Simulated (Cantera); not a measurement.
A closed system holds: 1 mol TiO2, 310 mol H2, a varied amount of H2O, equilibrated at 1875 K and 75.0 Torr.

Cantera equilibrium calculation (NASA polynomials, part measured and part estimated; ideal gas, pure solids and liquids). Candidate condensed phases: H2O, Ti, TiO, TiO2, Ti2O3, Ti3O5, Ti4O7; 12 gas species. Mutual solubility and eutectic melting of coexisting phases are not modelled. The numbers say what is thermodynamically allowed, not how fast it happens.

Problem. Which condensed phases are stable at each of these points (n(H2O) (mol)): 0.21, 0.37, 0.64, 1.1, 2, 3.5, 6.2?

Solution. 
```
n(H2O) (mol)     condensed phases  Ti condensed (%)
------------  -------------------  ----------------
0.21          Ti2O3(s) + Ti3O5(s)             100.0
0.37                     Ti3O5(s)             100.0
0.64                     Ti3O5(s)             100.0
1.1                      Ti3O5(s)             100.0
2                        Ti3O5(s)             100.0
3.5                      Ti3O5(s)             100.0
6.2                      Ti3O5(s)             100.0
```

At 0.21 mol H2O the condensed part is Ti2O3(s) + Ti3O5(s). From 0.37 mol H2O to 6.2 mol H2O the condensed part is Ti3O5(s).
